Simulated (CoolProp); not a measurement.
A single-stage vapour-compression cycle with neopentane: evaporating at 291.15 K (dew point), condensing at 324.15 K (bubble point), superheat 0 K, subcooling 5 K, compressor efficiency 0.85, no pressure losses. Each further row changes one setting.

Values from CoolProp's reference Helmholtz-energy equation of state, Lemmon 2006. It is a short technical equation, of lower accuracy than the large ones.

```tsv
case	cooling COP	pressure ratio	discharge temperature (K)	refrigerating effect (kJ/kg)	volumetric capacity (kJ/m³)
as stated	6.61	2.68	324.2	243	1040
evaporating temperature 296.15 K	8.13	2.27	324.2	250	1260
condensing temperature 319.15 K	8.03	2.34	319.1	255	1100
subcooling 10 K	6.94	2.68	324.2	255	1100
superheat 10 K	6.73	2.68	327.4	260	1070
compressor efficiency 0.75	5.84	2.68	324.2	243	1040
```

The compression ends wet for: as stated; evaporating temperature 296.15 K; condensing temperature 319.15 K; subcooling 10 K; compressor efficiency 0.75.
